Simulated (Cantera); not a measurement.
Reactions in the system F-N-O

Standard-state values (1 bar) from the NASA 1993 polynomials, evaluated with Cantera. Values are per mole of reaction as written; species without (g) are pure solids or liquids, kept so even where they would boil at 1 bar.

3 O2(g) + 2 N2O(g) → 4 NO2(g)

```csv
T (K),ΔH° (kJ),ΔS° (J/K),ΔG° (kJ),log10 K
700,-30.8,-104.7,42.5,-3.17
900,-31.7,-105.9,63.6,-3.69
1100,-32.4,-106.6,84.9,-4.03
1300,-32.9,-107.0,106.2,-4.27
1500,-33.5,-107.4,127.7,-4.45
```

2 NF3(g) + 2 O2(g) → 3 F2(g) + 2 NO2(g)

```json
[
 {"T (K)": "700", "ΔH° (kJ)": "328.9", "ΔS° (J/K)": "151.4", "ΔG° (kJ)": "222.9", "log10 K": "-16.63"},
 {"T (K)": "900", "ΔH° (kJ)": "326.4", "ΔS° (J/K)": "148.3", "ΔG° (kJ)": "192.9", "log10 K": "-11.20"},
 {"T (K)": "1100", "ΔH° (kJ)": "323.8", "ΔS° (J/K)": "145.7", "ΔG° (kJ)": "163.5", "log10 K": "-7.77"},
 {"T (K)": "1300", "ΔH° (kJ)": "321.2", "ΔS° (J/K)": "143.5", "ΔG° (kJ)": "134.6", "log10 K": "-5.41"},
 {"T (K)": "1500", "ΔH° (kJ)": "318.6", "ΔS° (J/K)": "141.6", "ΔG° (kJ)": "106.1", "log10 K": "-3.70"}
]
```

2 O2(g) + N2(g) → 2 NO2(g)

| T (K) | ΔH° (kJ) | ΔS° (J/K) | ΔG° (kJ) | log10 K |
|---|---|---|---|---|
| 700 | 66.3 | -126.9 | 155.1 | -11.57 |
| 900 | 66.7 | -126.5 | 180.5 | -10.47 |
| 1100 | 67.3 | -125.8 | 205.7 | -9.77 |
| 1300 | 68.2 | -125.1 | 230.8 | -9.27 |
| 1500 | 69.1 | -124.4 | 255.7 | -8.90 |
